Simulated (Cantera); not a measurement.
Feed: 1 mol Si3N4, 1.8 mol N2O, 39 mol N2, 0.16 mol CO2, at 1698 K and 0.0450 bar.

Equilibrium computed with Cantera from the NASA thermochemical tables; the gas is ideal and each condensed phase is pure. Candidate condensed phases: C, Si, SiC, SiO2, Si2N2O, Si3N4; 34 gas species. Mutual solubility and eutectic melting of coexisting phases are not modelled. The tables hold silica as quartz up to 1696 K and as liquid above; real silica turns to tridymite and cristobalite and melts near 1996 K. The numbers say what is thermodynamically allowed, not how fast it happens.

Base state: N2 0.981, SiO 0.0149, CO 0.00377 (mole fractions); condensed: SiO2(condensed) + Si2N2O(s).

### Question
What changes in the equilibrium state with this change: Si3N4 replaced by Si?

### Answer
```
species                before     after
--------------------  -------  --------
N2                      0.981     0.995
CO                    0.00377   0.00390
SiO                    0.0149  0.000982
SiO2(condensed), mol   0.0953     0.960
Si2N2O(s), mol           1.14         0
```
